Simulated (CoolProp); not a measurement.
The numbers come from the reference Helmholtz-energy equation of state, Wagner 2002 in CoolProp.

Task: For water, give the phase and the Z, cp (kJ/(kg K)), Prandtl number at 688.7 K and 2250 kPa; 688.7 K and 4270 kPa; 688.7 K and 15300 kPa.

Result: 
- 688.7 K and 2250 kPa: gas; Z 0.973, cp 2.21, Prandtl number 0.946
- 688.7 K and 4270 kPa: gas; Z 0.947, cp 2.36, Prandtl number 0.971
- 688.7 K and 15300 kPa: gas; Z 0.779, cp 3.85, Prandtl number 1.23

Viscosity comes from a separate model (Huber 2009). Thermal conductivity comes from a separate model (Huber 2012).
